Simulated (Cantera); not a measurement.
A closed system holds: 1 mol Al, 4.7 mol H₂O, 17 mol N₂, held at 69.0 Pa.

Equilibrium computed with Cantera from the NASA thermochemical tables; the gas is ideal and each condensed phase is pure. Candidate condensed phases: Al, AlN, Al₂O₃, H₂O; 35 gas species. Rates play no part.

x: gas mole fraction; n: condensed amount in mol.

| T (°C) | x N₂ | x H₂O | x H₂ | x H | x OH | x O | x O₂ | n Al₂O₃(s) |
|---|---|---|---|---|---|---|---|---|
| 1527 | 0.782 | 0.147 | 0.0676 | 0.00354 | 0.000507 | 2.06e-5 | … | 0.500 |
| 1577 | 0.781 | 0.146 | 0.0669 | 0.00530 | 0.000855 | 5.17e-5 | … | 0.500 |
| 1627 | 0.780 | 0.145 | 0.0661 | 0.00777 | 0.00140 | 0.000123 | … | 0.500 |
| 1677 | 0.778 | 0.143 | 0.0652 | 0.0111 | 0.00222 | 0.000281 | … | 0.500 |
| 1727 | 0.775 | 0.140 | 0.0644 | 0.0157 | 0.00342 | 0.000610 | … | 0.500 |
| 1777 | 0.770 | 0.136 | 0.0638 | 0.0218 | 0.00508 | 0.00125 | … | 0.500 |
| 1827 | 0.764 | 0.129 | 0.0637 | 0.0299 | 0.00723 | 0.00242 | … | 0.500 |
| 1877 | 0.756 | 0.120 | 0.0641 | 0.0407 | 0.00982 | 0.00439 | … | 0.500 |
| 1927 | 0.745 | 0.108 | 0.0648 | 0.0546 | 0.0127 | 0.00745 | … | 0.499 |

Problem. Fill in the missing entries.

Solution. 
- 1527, x O₂: 1.98e-5
- 1577, x O₂: 4.95e-5
- 1627, x O₂: 0.000118
- 1677, x O₂: 0.000268
- 1727, x O₂: 0.000573
- 1777, x O₂: 0.00114
- 1827, x O₂: 0.00209
- 1877, x O₂: 0.00348
- 1927, x O₂: 0.00524
